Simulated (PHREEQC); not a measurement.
A solution holds 100 mmol/kgw HCl, 0.0285 mmol/kgw FeSO4 and 0.0335 mmol/kgw MgSO4, at 25 °C. Closed to the air; pH follows from the charge balance.

All values are PHREEQC results (ion-association model, wateq4f.dat), not measurements.

```json
{
 "pH": "1.08",
 "ionic_strength": "0.100 mol/kgw",
 "total_alkalinity": "-100 meq/kg"
}
```

```json
[
 {"species": "Cl-", "molality": "0.100", "activity": "0.0764", "log γ": "-0.117"},
 {"species": "H+", "molality": "0.0999", "activity": "0.0825", "log γ": "-0.083"},
 {"species": "HSO4-", "molality": "4.92e-5", "activity": "3.82e-5", "log γ": "-0.110"},
 {"species": "Mg+2", "molality": "3.35e-5", "activity": "1.36e-5", "log γ": "-0.391"},
 {"species": "Fe+2", "molality": "2.70e-5", "activity": "1.08e-5", "log γ": "-0.398"},
 {"species": "SO4-2", "molality": "1.28e-5", "activity": "4.76e-6", "log γ": "-0.429"},
 {"species": "FeCl+", "molality": "1.46e-6", "activity": "1.14e-6", "log γ": "-0.106"},
 {"species": "MgSO4", "molality": "1.49e-8", "activity": "1.52e-8", "log γ": "0.010"},
 {"species": "FeSO4", "molality": "8.95e-9", "activity": "9.16e-9", "log γ": "0.010"},
 {"species": "FeHSO4+", "molality": "6.36e-9", "activity": "4.97e-9", "log γ": "-0.107"}
]
```

Precipitation was switched off in this run. Complexes and solids missing from the database can't appear.
